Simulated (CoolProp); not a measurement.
Vapour-liquid equilibrium of acetone (1) + p-xylene (2) at 430.4 K; x and y are mole fractions of (1).

Values from CoolProp's multi-fluid Helmholtz-energy mixture model, Lemmon 2006 and Zhou 2012; pair parameters Bell 2016.

Give the bubble pressure and the first vapour's composition at x = 0.25, 0.45, 0.85. Is there an azeotrope?

x = 0.25: 0.5139 MPa, y = 0.717; x = 0.45: 0.7260 MPa, y = 0.828; x = 0.85: 1.134 MPa, y = 0.955. No azeotrope shows between x = 0.05 and 0.95.

The pair parameters rest on a limited set of measurements; away from them the model extrapolates. The gap from Raoult's law changes sign with composition, which may be real or a fault of the pair parameters; it wasn't checked against measurements.
